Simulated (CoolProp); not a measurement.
The fluid at 293.15 K and 4.51 MPa is throttled through a valve to 2.2 MPa with no heat exchange. The same conditions are run with several fluids, on thermodynamics alone (safety and materials aside).

Computed with CoolProp (reference Helmholtz-energy equation of state of each fluid (neopentane: Lemmon 2006; R245fa: Akasaka 2015; R13: Platzer 1990; R245ca: Zhou 2016; R123: Younglove 1994)). The equations of Platzer and Polt are older, rougher fits.

| fluid | temperature change (K) | final phase | final density (kg/m³) |
|---|---|---|---|
| neopentane | +0.8 | liquid | 593 |
| R245fa | +0.6 | liquid | 1360 |
| R13 | -15.6 | (withheld) | 469 |
| R245ca | +0.6 | liquid | (withheld) |
| R123 | +0.8 | liquid | (withheld) |

Q: Complete the blanks.

A: 
- R13, final phase: two-phase, vapour fraction 0.217
- R245ca, final density (kg/m³): 1400
- R123, final density (kg/m³): 1480
